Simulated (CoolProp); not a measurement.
Vapour-liquid equilibrium of propylene (1) + R114 (2) at 311.9 K; x and y are mole fractions of (1).

Computed with CoolProp (multi-fluid Helmholtz-energy mixture model, Lemmon 2013 and Platzer 1990; pair parameters Bell 2016). This equation is an older, rougher fit; its heat capacities, sound speeds and derivatives of the liquid may be far off and weren't checked against measurements.

```tsv
x	bubble pressure, mixture model (bar)	bubble pressure, Raoult's law (bar)	y, mixture model	y, Raoult's law
0.05	4.037	3.902	0.212	0.205
0.2	6.330	5.815	0.544	0.551
0.35	8.447	7.729	0.698	0.726
0.5	10.33	9.643	0.789	0.831
0.65	12.05	11.56	0.856	0.901
0.8	13.71	13.47	0.915	0.952
0.95	15.43	15.38	0.977	0.989
```

The largest gap from Raoult's law is +9.3 % in bubble pressure, at x = 0.35. No azeotrope shows between x = 0.05 and 0.95.

The pair parameters rest on a limited set of measurements; away from them the model extrapolates.
